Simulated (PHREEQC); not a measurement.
Make-up at 25 °C: 0.0013 mol H2SO4, 0.00083 mol KNO3 and 3.6e-05 mol CuSO4 per kg of water. It is in equilibrium with CO2 at log p = -3.4 (atm). Otherwise closed; pH follows from the charge balance.

Computed with PHREEQC (ion-association model, phreeqc.dat).

No solid was allowed to form.

Q: Order these S species by the share of S that they hold, largest first: KSO4-, CuSO4, SO4-2, HSO4-.

A: SO4-2 (84 %), HSO4- (15 %), KSO4- (0.37 %), CuSO4 (0.31 %)

The pH is 2.65 and the ionic strength 0.00445 mol/kgw.
